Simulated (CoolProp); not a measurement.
Properties of R507A along the isotherm 287.2 K.

Model: reference Helmholtz-energy equation of state, Lemmon 2003, in CoolProp. It is a pseudo-pure fit of the blend.

```csv
p (MPa),phase,density (kg/m³),cv (kJ/(kg K)),isothermal compressibility (1/MPa),conductivity (mW/(m K)),fugacity coefficient
0.0176,gas,0.7310,0.7552,57.00,12.6,0.9967
0.0265,gas,1.103,0.7559,37.92,12.6,0.9951
0.04,gas,1.668,0.7570,25.19,12.6,0.9926
0.0603,gas,2.525,0.7587,16.77,12.6,0.9889
0.091,gas,3.833,0.7613,11.18,12.7,0.9832
0.137,gas,5.822,0.7651,7.496,12.7,0.9747
0.207,gas,8.921,0.7710,5.035,___,0.9619
0.313,gas,13.79,___,___,___,0.9426
0.471,gas,21.51,0.7938,2.360,13.2,0.9139
1.62,liquid,1104,0.8991,0.007797,70.6,___
2.44,liquid,1111,0.8975,0.007260,71.3,0.3406
3.68,liquid,1121,___,0.006591,___,0.2365
5.56,liquid,1134,0.8936,0.005808,73.7,0.1677
```

Q: Complete the blanks.

A: 
- 0.207, conductivity (mW/(m K)): 12.8
- 0.313, cv (kJ/(kg K)): 0.7799
- 0.313, isothermal compressibility (1/MPa): 3.410
- 0.313, conductivity (mW/(m K)): 12.9
- 1.62, fugacity coefficient: 0.4975
- 3.68, cv (kJ/(kg K)): 0.8956
- 3.68, conductivity (mW/(m K)): 72.3

Thermal conductivity comes from a separate model (Geller 2001).
